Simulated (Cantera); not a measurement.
## SiH4 + C2H2 + H2 (silicon carbide growth)

Charge: 1 mol SiH4, 0.87 mol C2H2, a varied amount of H2, at 2123 K and 0.360 bar.

Method: chemical equilibrium by Gibbs-energy minimisation in Cantera with the NASA 1993 tables (ideal gas, pure condensed phases). Candidate condensed phases: C, C6H6, C7H8, C8H18, Si, SiC; 87 gas species. Gases not in the tables: Si2H6 and higher silanes. Equilibrium is a limit: real reactors are often held back by kinetics, nucleation or transport.

```csv
n(H2) (mol),log p H2,log p H,log p C2H2 (acetylene),log p CH4,log p Si,log p SiH2,log p SiH,n C(graphite),n SiC(s)
66,-0.45,-2.67,-3.23,-4.40,-4.84,-5.21,-5.35,0.508,0.995
86,-0.45,-2.67,-3.23,-4.40,-4.84,-5.21,-5.35,0.441,0.993
110,-0.45,-2.67,-3.23,-4.40,-4.84,-5.21,-5.35,0.361,0.991
140,-0.45,-2.67,-3.23,-4.40,-4.84,-5.21,-5.35,0.260,0.989
190,-0.45,-2.67,-3.23,-4.40,-4.84,-5.21,-5.35,0.0916,0.985
240,-0.45,-2.67,-3.27,-4.42,-4.82,-5.19,-5.33,0,0.981
320,-0.45,-2.67,-3.39,-4.48,-4.76,-5.13,-5.27,0,0.971
410,-0.45,-2.67,-3.49,-4.53,-4.71,-5.08,-5.22,0,0.958
```
log p: log10 of the partial pressure in bar; n: condensed amount in mol.

From 66 mol H2 to 190 mol H2 the condensed part is C(graphite) + SiC(s). From 240 mol H2 to 410 mol H2 the condensed part is SiC(s). The main Si-bearing gas is Si throughout. The share of Si in condensed phases is highest at 66 mol H2 (99.5 %) and lowest at 410 mol H2 (95.8 %).
